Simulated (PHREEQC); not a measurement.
A solution holds 0.027 mol Pb(NO3)2, 0.027 mol Fe(NO3)3 and 0.0025 mol Ca(NO3)2 per kg of water, at 20 °C. Closed to the air; pH follows from the charge balance.

All values are PHREEQC results (ion-association model, phreeqc.dat), not measurements.

```csv
quantity,before,after
pH,2.02,1.76
ionic strength (mol/kgw),0.225,0.212
NO3- (mol/kgw),0.131,0.131
```

Problem. Which change was made?
A) 0.0048 mol/kgw LiOH added
B) Fe(NO3)3 left out
C) Pb(NO3)2 replaced by Cu(NO3)2 at the same molality
D) Pb(NO3)2 left out
E) temperature from 20 to 75 °C

Solution. E, temperature from 20 to 75 °C

No solid was allowed to form. Some of these states are supersaturated (in Hematite (slow to form), Goethite (slow to form), for instance). Away from 25 °C the constants follow the database's enthalpies or fits; those with neither stay at their 25 °C values.
